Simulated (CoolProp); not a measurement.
Propyne along the isobar 844 kPa: density (kg/m³) from the reference equation and from simpler models built on Tc = 129.6 °C, pc = 5658 kPa, ω = 0.204; each cubic takes its own stable root.

Model: reference Helmholtz-energy equation of state, Polt 1992, in CoolProp. This equation is an older, rougher fit.

```json
[
 {"T (°C)": "123.35", "phase": "gas", "reference": "10.87"},
 {"T (°C)": "131.15", "phase": "gas", "reference": "10.62"},
 {"T (°C)": "138.85", "phase": "gas", "reference": "10.39"},
 {"T (°C)": "146.65", "phase": "gas", "reference": "10.16"},
 {"T (°C)": "154.35", "phase": "gas", "reference": "9.950"},
 {"T (°C)": "162.15", "phase": "gas", "reference": "9.745"},
 {"T (°C)": "169.85", "phase": "gas", "reference": "9.553"},
 {"T (°C)": "177.65", "phase": "gas", "reference": "9.366"},
 {"T (°C)": "185.35", "phase": "gas", "reference": "9.190"},
 {"T (°C)": "193.15", "phase": "gas", "reference": "9.019"},
 {"T (°C)": "200.85", "phase": "gas", "reference": "8.856"}
]
```

Task: How far does each simpler model (ideal gas, van der Waals, Soave-Redlich-Kwong) lie from the reference over these 11 states: mean and median of the absolute difference, and the worst?

Result: 
- ideal gas: mean 4.2 %, median 4.1 %, worst -5.6 % at 123.35 °C and 844 kPa
- van der Waals: mean 0.4 %, median 0.4 %, worst -0.9 % at 123.35 °C and 844 kPa
- Soave-Redlich-Kwong: mean 0.1 %, median 0.2 %, worst -0.2 % at 200.85 °C and 844 kPa
